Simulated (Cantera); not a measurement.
Charge: 1 mol SiH4, 4.4 mol N2O, held at 1075 °C and 1.33 mbar.

These are equilibrium values from Cantera (NASA tables, ideal gas, pure condensed phases), not measurements of a reactor. Candidate condensed phases: H2O, Si, SiO2, Si2N2O, Si3N4; 35 gas species. The tables hold silica as quartz up to 1696 K and as liquid above; real silica turns to tridymite and cristobalite and melts near 1996 K. The numbers say what is thermodynamically allowed, not how fast it happens.

Base state: N2 0.667, H2O 0.303, O2 0.0302, NO 0.000187, OH 0.000101 (mole fractions); condensed: SiO2(β-quartz).

### Question
What changes in the equilibrium state with this change: N2O from 4.4 to 0.17 mol?

### Answer
```tsv
species	before	after
H2	9.45e-6	1.000
N2	0.667	0.000116
SiO	<1e-9	0.000116
H2O	0.303	3.51e-9
O2	0.0302	<1e-9
NO	0.000187	<1e-9
OH	0.000101	<1e-9
SiO2(β-quartz), mol	1.00	0
Si(s), mol	0	0.660
Si2N2O(s), mol	0	0.170
```
Mutual solubility and eutectic melting of coexisting phases are not modelled.

### Question
What changes in the equilibrium state with this change: N2O from 4.4 to 0.23 mol?

### Answer
```tsv
species	before	after
H2	9.45e-6	1.000
N2	0.667	0.000116
SiO	<1e-9	0.000116
H2O	0.303	3.51e-9
O2	0.0302	<1e-9
NO	0.000187	<1e-9
OH	0.000101	<1e-9
H	1.95e-7	6.35e-5
SiO2(β-quartz), mol	1.00	0
Si(s), mol	0	0.540
Si2N2O(s), mol	0	0.230
```
Mutual solubility and eutectic melting of coexisting phases are not modelled.
